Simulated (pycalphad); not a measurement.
**Phase fractions of Sn-20.03Si (at.%)**

Computed with pycalphad from the COST 507 light-alloy database (1999), at 1 atm. The database dates from 1999; later assessments differ in places, in temperatures and in the compounds included. Amounts are mole fractions of atoms.

```tsv
T (°C)	LIQUID	DIAMOND_A4
1277	1.000	-
1177	…	…
1077	0.844	0.156
977	0.821	0.179
877	0.810	0.190
777	0.804	0.196
677	0.801	0.199
577	0.800	0.200
477	0.800	0.200
377	0.800	0.200
277	0.800	0.200
```

Problem. Complete the blanks.

Solution. 
- 1177, LIQUID: 0.897
- 1177, DIAMOND_A4: 0.103

DIAMOND_A4 is diamond (Si).
